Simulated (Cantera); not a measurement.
Gas mixture: O2 = 0.68 (molar parts), at 2670 Pa, frozen composition.

Cantera's kinetic-theory transport with the Lennard-Jones parameters of GRI-Mech 3.0, ideal gas; thermal conductivity in the mixture-averaged form.

D: mixture-averaged diffusion coefficient of that species in the mixture.

```csv
T (K),ρ (kg/m³),cp (J/kg/K),μ (µPa s),λ (mW/m/K),Pr,D (cm²/s) O,D (cm²/s) CH3,D (cm²/s) NH3
400,0.0257,941.4,25.6,33.9,0.713,20.7,14.4,14.6
500,0.0205,971.4,30.0,41.1,0.709,30.2,21.2,22.2
600,0.0171,1003,34.1,48.2,0.709,41.2,29.0,30.9
700,0.0147,1031,…,…,0.709,…,…,…
800,0.0128,1055,41.4,…,0.710,…,…,…
900,0.0114,1074,44.7,67.6,0.710,81.3,57.7,63.2
1000,0.0103,1090,47.9,73.6,0.710,96.9,68.8,75.9
1100,0.00933,1103,51.0,79.4,0.709,114,80.7,89.4
1200,0.00855,1114,54.0,84.9,0.708,131,93.4,104
```

Some entries are withheld; supply them.


- 700, μ (µPa s): 37.8
- 700, λ (mW/m/K): 55.0
- 700, D (cm²/s) O: 53.4
- 700, D (cm²/s) CH3: 37.7
- 700, D (cm²/s) NH3: 40.7
- 800, λ (mW/m/K): 61.4
- 800, D (cm²/s) O: 66.8
- 800, D (cm²/s) CH3: 47.3
- 800, D (cm²/s) NH3: 51.5
